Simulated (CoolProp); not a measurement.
Saturation properties of CH2F2 (R32) (Tc = 78.1 °C, pc = 5783 kPa, ω = 0.277).

Values from CoolProp's reference Helmholtz-energy equation of state, Tillner-Roth 1997.

| T (°C) | p (kPa) | vapour viscosity (µPa s) | liquid conductivity (mW/(m K)) |
|---|---|---|---|
| -83.25 | 14.80 | 8.41 | 214 |
| -61.45 | 59.88 | 9.41 | 200 |
| -39.65 | ___ | 10.4 | 185 |
| -17.95 | 438.1 | ___ | ___ |
| 3.85 | ___ | ___ | ___ |
| 25.65 | 1719 | ___ | 134 |
| 47.45 | 2961 | 15.6 | 115 |
| 69.25 | ___ | 19.8 | 93.9 |

Question: What belongs in the gaps?

Answer: 
- -39.65, p (kPa): 180.2
- -17.95, vapour viscosity (µPa s): 11.5
- -17.95, liquid conductivity (mW/(m K)): 169
- 3.85, p (kPa): 918.2
- 3.85, vapour viscosity (µPa s): 12.5
- 3.85, liquid conductivity (mW/(m K)): 151
- 25.65, vapour viscosity (µPa s): 13.8
- 69.25, p (kPa): 4800

It boils at -51.7 °C under 1 atm.

Viscosity comes from a separate model (Bell 2016), an estimate that may be off by 10 % or more. Thermal conductivity comes from a separate model (Huber 2003), an estimate that may be off by 10 % or more.
